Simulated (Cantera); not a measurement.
Cantera run:

```python
import numpy as np
import cantera as ct

gas_names = """
    B BCL BCL2 BCL3 BH BH2 BH3 BN B2 CL CL2 H HCL H2 N NH NH2 NH3 N2 N2H2 N2H4
""".split()
cond_names = """
    B(b) B(L) BN(s) NH4CL(a) NH4CL(b)
""".split()


# ... load() reads the species with a 1 bar reference pressure and builds the phases ...
atoms = {
    'BN': {'B': 1, 'N': 1},
    'HCl': {'H': 1, 'CL': 1},
}
top_T = {'BN(s)': 3200}  # K; cautious upper limits of use, not melting points


# ... equilibrate(T, P, feed) seeds the gas with the atoms and calls Mixture.equilibrate('TP', solver="vcs", rtol=1e-11, max_steps=5000) ...
results = []
P = 1000  # Pa
for T in [1125, 1200, 1275, 1350, 1425, 1500, 1575, 1650, 1725, 1800, 1875, 1950, 2025, 2100]:
    for m in [2.8, 3.7, 4.8, 6.4, 8.4, 11, 15, 19, 26, 34, 45, 59, 78]:
        feed = {'BN': 1, 'HCl': m}  # mol
        mix = equilibrate(T, P, feed)
        results.append((T, P, feed, dict(zip(mix.species_names, mix.species_moles))))

for T, P, feed, n in results:
    print(f"{T:7g} {feed['HCl']:10.4g}  " + (" + ".join(c for c in cond_names if n.get(c, 0) > 1e-12) or "gas only"))
```

Output:

```
   1125        2.8  BN(s)
   1125        3.7  BN(s)
   1125        4.8  BN(s)
   1125        6.4  BN(s)
   1125        8.4  BN(s)
   1125         11  BN(s)
   1125         15  BN(s)
   1125         19  BN(s)
   1125         26  BN(s)
   1125         34  BN(s)
   1125         45  BN(s)
   1125         59  gas only
   1125         78  gas only
   1200        2.8  BN(s)
   1200        3.7  BN(s)
   1200        4.8  BN(s)
   1200        6.4  BN(s)
   1200        8.4  BN(s)
   1200         11  BN(s)
   1200         15  BN(s)
   1200         19  BN(s)
   1200         26  BN(s)
   1200         34  BN(s)
   1200         45  gas only
   1200         59  gas only
   1200         78  gas only
   1275        2.8  BN(s)
   1275        3.7  BN(s)
   1275        4.8  BN(s)
   1275        6.4  BN(s)
   1275        8.4  BN(s)
   1275         11  BN(s)
   1275         15  BN(s)
   1275         19  BN(s)
   1275         26  BN(s)
   1275         34  BN(s)
   1275         45  gas only
   1275         59  gas only
   1275         78  gas only
   1350        2.8  BN(s)
   1350        3.7  BN(s)
   1350        4.8  BN(s)
   1350        6.4  BN(s)
   1350        8.4  BN(s)
   1350         11  BN(s)
   1350         15  BN(s)
   1350         19  BN(s)
   1350         26  BN(s)
   1350         34  gas only
   1350         45  gas only
   1350         59  gas only
   1350         78  gas only
   1425        2.8  BN(s)
   1425        3.7  BN(s)
   1425        4.8  BN(s)
   1425        6.4  BN(s)
   1425        8.4  BN(s)
   1425         11  BN(s)
   1425         15  BN(s)
   1425         19  BN(s)
   1425         26  gas only
   1425         34  gas only
   1425         45  gas only
   1425         59  gas only
   1425         78  gas only
   1500        2.8  BN(s)
   1500        3.7  BN(s)
   1500        4.8  BN(s)
   1500        6.4  BN(s)
   1500        8.4  BN(s)
   1500         11  BN(s)
   1500         15  BN(s)
   1500         19  BN(s)
   1500         26  gas only
   1500         34  gas only
   1500         45  gas only
   1500         59  gas only
   1500         78  gas only
   1575        2.8  BN(s)
   1575        3.7  BN(s)
   1575        4.8  BN(s)
   1575        6.4  BN(s)
   1575        8.4  BN(s)
   1575         11  BN(s)
   1575         15  BN(s)
   1575         19  gas only
   1575         26  gas only
   1575         34  gas only
   1575         45  gas only
   1575         59  gas only
   1575         78  gas only
   1650        2.8  BN(s)
   1650        3.7  BN(s)
   1650        4.8  BN(s)
   1650        6.4  BN(s)
   1650        8.4  BN(s)
   1650         11  BN(s)
   1650         15  BN(s)
   1650         19  gas only
   1650         26  gas only
   1650         34  gas only
   1650         45  gas only
   1650         59  gas only
   1650         78  gas only
   1725        2.8  BN(s)
   1725        3.7  BN(s)
   1725        4.8  BN(s)
   1725        6.4  BN(s)
   1725        8.4  BN(s)
   1725         11  BN(s)
   1725         15  gas only
   1725         19  gas only
   1725         26  gas only
   1725         34  gas only
   1725         45  gas only
   1725         59  gas only
   1725         78  gas only
   1800        2.8  BN(s)
   1800        3.7  BN(s)
   1800        4.8  BN(s)
   1800        6.4  BN(s)
   1800        8.4  BN(s)
   1800         11  BN(s)
   1800         15  gas only
   1800         19  gas only
   1800         26  gas only
   1800         34  gas only
   1800         45  gas only
   1800         59  gas only
   1800         78  gas only
   1875        2.8  BN(s)
   1875        3.7  BN(s)
   1875        4.8  BN(s)
   1875        6.4  BN(s)
   1875        8.4  BN(s)
   1875         11  gas only
   1875         15  gas only
   1875         19  gas only
   1875         26  gas only
   1875         34  gas only
   1875         45  gas only
   1875         59  gas only
   1875         78  gas only
   1950        2.8  BN(s)
   1950        3.7  BN(s)
   1950        4.8  BN(s)
   1950        6.4  gas only
   1950        8.4  gas only
   1950         11  gas only
   1950         15  gas only
   1950         19  gas only
   1950         26  gas only
   1950         34  gas only
   1950         45  gas only
   1950         59  gas only
   1950         78  gas only
   2025        2.8  BN(s)
   2025        3.7  BN(s)
   2025        4.8  gas only
   2025        6.4  gas only
   2025        8.4  gas only
   2025         11  gas only
   2025         15  gas only
   2025         19  gas only
   2025         26  gas only
   2025         34  gas only
   2025         45  gas only
   2025         59  gas only
   2025         78  gas only
   2100        2.8  gas only
   2100        3.7  gas only
   2100        4.8  gas only
   2100        6.4  gas only
   2100        8.4  gas only
   2100         11  gas only
   2100         15  gas only
   2100         19  gas only
   2100         26  gas only
   2100         34  gas only
   2100         45  gas only
   2100         59  gas only
   2100         78  gas only
```

Equilibrium computed with Cantera from the NASA thermochemical tables; the gas is ideal and each condensed phase is pure. The tables' values for BCl2 are old estimates.
